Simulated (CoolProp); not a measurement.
Saturated liquid density (kg/m³) of carbon monoxide: the reference equation beside estimates from Tc = -140.3 °C, pc = 34.98 bar, ω = 0.050. Rackett uses Z = 0.29056 − 0.08775 ω.

The numbers come from the reference Helmholtz-energy equation of state, Lemmon 2006 in CoolProp. It is a short technical equation, of lower accuracy than the large ones.

```tsv
T (°C)	reference	Rackett	van der Waals	Redlich-Kwong	Soave-Redlich-Kwong	Peng-Robinson
-178.45	732.6	744.2	?	723.9	722.8	818.6
-175.35	716.9	728.8	?	704.6	704.3	798.0
-172.35	701.1	713.2	?	684.9	685.3	776.7
-169.25	684.0	696.4	466.8	663.4	664.5	753.2
-166.15	666.0	678.7	454.2	640.6	642.3	728.1
-163.15	647.4	660.5	441.1	617.1	619.2	701.8
-160.05	627.0	640.4	426.6	591.0	593.6	672.4
-156.95	604.8	618.7	?	562.7	565.7	640.2
-153.85	580.5	594.7	393.6	531.8	534.9	604.4
-150.85	554.0	568.6	374.9	498.4	501.6	565.5
```

### Question
Fill in the missing entries.

### Answer

- -178.45, van der Waals: 500.6
- -175.35, van der Waals: 489.8
- -172.35, van der Waals: 478.8
- -156.95, van der Waals: 410.9

Absolute difference from the reference over all 10 rows, mean and median: Rackett 2.0 and 2.0 %, van der Waals 31.9 and 31.8 %, Redlich-Kwong 4.8 and 4.2 %, Soave-Redlich-Kwong 4.5 and 4.0 %, Peng-Robinson 8.1 and 8.9 %.
